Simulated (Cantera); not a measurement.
What does this Cantera script print?

```python
import numpy as np
import cantera as ct

gas_names = """
    H HNO HNO2 HNO3 HO2 H2 H2O H2O2 N NH NH2 NH3 NH2OH NO NO2 NO3 N2 N2H2 N2H4 N2O O OH O2 O3 V VN VO
    VO2
""".split()
cond_names = """
    H2O(s) H2O(L) V(cr) V(L) VN(s) VO(s) VO(L) V2O3(s) V2O3(L) V2O4(I) V2O4(II) V2O4(L) V2O5(s) V2O5(L)
""".split()


# ... load() reads the species with a 1 bar reference pressure and builds the phases ...
atoms = {
    'V': {'V': 1},
    'N2': {'N': 2},
    'H2O': {'H': 2, 'O': 1},
}
top_T = {'VN(s)': 2300}  # K; cautious upper limits of use, not melting points


# ... equilibrate(T, P, feed) seeds the gas with the atoms and calls Mixture.equilibrate('TP', solver="vcs", rtol=1e-11, max_steps=5000) ...
results = []
feed = {'V': 1, 'N2': 22, 'H2O': 0.16}  # mol
T = 1473  # K
P = 1000  # Pa
mix = equilibrate(T, P, feed)
results.append((T, P, feed, dict(zip(mix.species_names, mix.species_moles))))
x = sorted(zip(gas.X, gas.species_names), reverse=True)
print(f"T = {T:g} K  P = {P:g} Pa  gas = {mix.phase_moles(0):.4g} mol")
print("   x: " + "  ".join(f"{s} {v:.3e}" for v, s in x if v > 1e-05))
print("   condensed (mol): " + ("  ".join(f"{mix.phase(i).name} {mix.phase_moles(i):.4g}"
      for i in range(1, mix.n_phases) if mix.phase_moles(i) > 1e-12) or "none"))
```

It prints:

```
T = 1473 K  P = 1000 Pa  gas = 21.74 mol
   x: N2 9.926e-01  H2 7.340e-03  H2O 1.469e-05  H 1.084e-05
   condensed (mol): VN(s) 0.8403  VO(s) 0.1597
```

Method: chemical equilibrium by Gibbs-energy minimisation in Cantera with the NASA 1993 tables (ideal gas, pure condensed phases). Mutual solubility and eutectic melting of coexisting phases are not modelled. VN, VO: taken at fixed stoichiometry. Condensed phases not in the tables: solid solutions among these carbides, nitrides and lower oxides, V2N.
